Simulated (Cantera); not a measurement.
Cantera run, input and output.

```python
import numpy as np
import cantera as ct

gas = ct.Solution("gri30.yaml")
gas.TPX = 623, 101325, {'CH4': 1, 'C2H6': 0.059, 'C3H8': 0.088, 'O2': 3.84, 'N2': 14.4, 'CO2': 0.95}
flame = ct.FreeFlame(gas, width=0.04)
flame.set_refine_criteria(ratio=3, slope=0.08, curve=0.16)
flame.transport_model = "mixture-averaged"
flame.solve(loglevel=0, auto=True)
flame.transport_model = "multicomponent"
flame.soret_enabled = False
flame.solve(loglevel=0, refine_grid=True)
z, T = flame.grid, flame.T
thick = (T[-1] - T[0]) / np.gradient(T, z).max()
show = ['CH4', 'C2H6', 'C3H8', 'H', 'N2O', 'HO2']
print(f"laminar burning velocity  {flame.velocity[0] * 100:.3f} cm/s")
print(f"burnt temperature         {T[-1]:.1f} K")
print(f"thermal thickness         {thick * 1e3:.4f} mm")
print(f"grid points               {len(z)}")
z0 = z[flame.heat_release_rate.argmax()]
print(f"{'z/mm':>9s}{'T/K':>9s}{'u/(m/s)':>9s}" + "".join(f"{s:>11s}" for s in show))
rows = []
for k in (-3, -2, -1.5, -1, -0.5, -0.25, 0, 0.25, 0.5, 1, 2, 4, 8):
    zz = z0 + k * thick
    rows.append([k * thick, np.interp(zz, z, T), np.interp(zz, z, flame.velocity),
                 *(np.interp(zz, z, flame.X[gas.species_index(s)]) for s in show)])
    print(f"{rows[-1][0] * 1e3:9.3f}{rows[-1][1]:9.1f}{rows[-1][2]:9.3f}" + "".join(f"{x:11.3e}" for x in rows[-1][3:]))
```

Result:

```
laminar burning velocity  76.337 cm/s
burnt temperature         1988.1 K
thermal thickness         0.4583 mm
grid points               128
     z/mm      T/K  u/(m/s)        CH4       C2H6       C3H8          H        N2O        HO2
   -1.375    623.4    0.764  4.912e-02  2.899e-03  4.325e-03  3.163e-13  3.234e-12  1.877e-07
   -0.917    626.1    0.768  4.893e-02  2.896e-03  4.321e-03  2.515e-11  4.149e-11  1.741e-06
   -0.687    634.7    0.780  4.845e-02  2.887e-03  4.312e-03  6.301e-10  2.121e-10  6.944e-06
   -0.458    681.4    0.840  4.614e-02  2.828e-03  4.237e-03  8.932e-08  1.658e-09  3.661e-05
   -0.229    940.0    1.170  3.420e-02  2.286e-03  3.080e-03  2.256e-05  1.702e-08  1.335e-04
   -0.115   1235.1    1.549  2.028e-02  1.259e-03  1.132e-03  2.226e-04  4.605e-08  1.969e-04
    0.000   1545.7    1.949  5.442e-03  1.088e-04  3.838e-05  1.216e-03  1.055e-07  1.572e-04
    0.115   1685.0    2.122  4.293e-04  3.797e-07  2.952e-08  2.276e-03  1.923e-07  3.319e-05
    0.229   1737.3    2.180  1.924e-05  5.039e-10  8.442e-12  2.517e-03  2.592e-07  1.589e-05
    0.458   1802.0    2.250  5.939e-08  1.406e-14 -2.749e-16  2.053e-03  3.183e-07  1.135e-05
    0.917   1872.5    2.328  1.075e-12 -2.151e-16 -1.619e-16  1.118e-03  3.738e-07  7.132e-06
    1.833   1929.7    2.391 -6.497e-17 -9.617e-18 -7.271e-18  4.199e-04  4.333e-07  3.806e-06
    3.667   1965.2    2.429  7.287e-18  7.876e-19  6.120e-19  1.248e-04  4.175e-07  1.989e-06
```

Cantera simulation using GRI-Mech 3.0 (53 species, 325 reactions); the numbers are that mechanism's predictions, not measurements. Burning velocities carry a grid error of a few per cent, more on coarse grids.
